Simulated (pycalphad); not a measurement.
All values are pycalphad results on the COST 507 light-alloy database (1999) (1 atm), not direct measurements. The data set is of 1999 and partly superseded. Kinetics are ignored, which matters at the lower temperatures.

## Hf-0.07342C (wt.%): equilibrium cooling sequence

```
T (K)   phases above  phases below
------  ------------  ------------
2485.7        liquid  bcc + liquid
2479.4  bcc + liquid     bcc + hcp
2112.6     bcc + hcp           hcp
```

Changes were sought between steps of 100 K, so a narrower field can be missed.
